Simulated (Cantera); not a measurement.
An adiabatic, constant-volume homogeneous reactor starts with CO : H2 : CH4 : O2 : N2 = 1 : 0.088 : 0.78 : 1.91 : 7.19 (molar parts), equivalence ratio 1.1, at 1250 K and 10.0 bar. Integrator tolerance rtol = 1e-08.

Model: GRI-Mech 3.0 (53 species, 325 reactions), integrated in Cantera. Above 3000 K some thermodynamic fits are extrapolated.

Task: What does this change do: H2 0.088 to 0.18 parts?

Result: 
```csv
quantity,before,after
time of steepest temperature rise,1.32 ms,0.563 ms
temperature at 0.400 s,3043 K,3050 K
equilibrium temperature,3043 K,3050 K
x(CO) at 0.400 s,0.0674 (gas-phase equilibrium 0.0674),0.0703 (gas-phase equilibrium 0.0703)
x(H2) at 0.400 s,0.0122 (gas-phase equilibrium 0.0122),0.0138 (gas-phase equilibrium 0.0138)
x(CH4) at 0.400 s,<1e-12 (gas-phase equilibrium <1e-12),<1e-12 (gas-phase equilibrium <1e-12)
x(CH2) at 0.400 s,<1e-12 (gas-phase equilibrium 1.07e-12),1.30e-12 (gas-phase equilibrium 1.41e-12)
x(CH3) at 0.400 s,1.41e-12 (gas-phase equilibrium 1.75e-12),1.93e-12 (gas-phase equilibrium 2.39e-12)
x(NO2) at 0.400 s,7.47e-6 (gas-phase equilibrium 7.47e-6),6.63e-6 (gas-phase equilibrium 6.63e-6)
```

Task: What does this change do: CO 1 to 0.66 parts?

Result: 
```csv
quantity,before,after
time of steepest temperature rise,1.32 ms,1.17 ms
temperature at 0.400 s,3043 K,3019 K
equilibrium temperature,3043 K,3019 K
x(CO) at 0.400 s,0.0674 (gas-phase equilibrium 0.0674),0.0489 (gas-phase equilibrium 0.0489)
x(H2) at 0.400 s,0.0122 (gas-phase equilibrium 0.0122),0.0103 (gas-phase equilibrium 0.0103)
x(CH4) at 0.400 s,<1e-12 (gas-phase equilibrium <1e-12),<1e-12 (gas-phase equilibrium <1e-12)
x(CH2) at 0.400 s,<1e-12 (gas-phase equilibrium 1.07e-12),<1e-12 (gas-phase equilibrium <1e-12)
x(CH3) at 0.400 s,1.41e-12 (gas-phase equilibrium 1.75e-12),<1e-12 (gas-phase equilibrium <1e-12)
x(NO2) at 0.400 s,7.47e-6 (gas-phase equilibrium 7.47e-6),9.91e-6 (gas-phase equilibrium 9.91e-6)
```
